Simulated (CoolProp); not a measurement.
A simple Rankine cycle with water: condensing at 328.15 K, boiler at 18 MPa, turbine inlet 645.1 K, turbine efficiency 0.75, pump efficiency 0.7, no recuperator. Each further row changes one setting.

Values from CoolProp's reference Helmholtz-energy equation of state, Wagner 2002.

```csv
case,thermal efficiency (%),net work (kJ/kg),heat in (kJ/kg),turbine exit temperature (K),volume ratio over the turbine
as stated,28.0,___,2450,328.1,735
turbine inlet 665.1 K,28.5,___,2590,328.1,656
condensing temperature 320.15 K,___,714,___,320.1,1060
boiler pressure 12.6 MPa,28.0,749,___,328.1,437
turbine efficiency 0.65,___,___,2450,328.1,775
```

Question: Some entries are withheld; supply them.

Answer: 
- as stated, net work (kJ/kg): 686
- turbine inlet 665.1 K, net work (kJ/kg): 738
- condensing temperature 320.15 K, thermal efficiency (%): 28.8
- condensing temperature 320.15 K, heat in (kJ/kg): 2480
- boiler pressure 12.6 MPa, heat in (kJ/kg): 2680
- turbine efficiency 0.65, thermal efficiency (%): 24.2
- turbine efficiency 0.65, net work (kJ/kg): 591

The expansion ends wet for: as stated; turbine inlet 665.1 K; condensing temperature 320.15 K; boiler pressure 12.6 MPa; turbine efficiency 0.65.
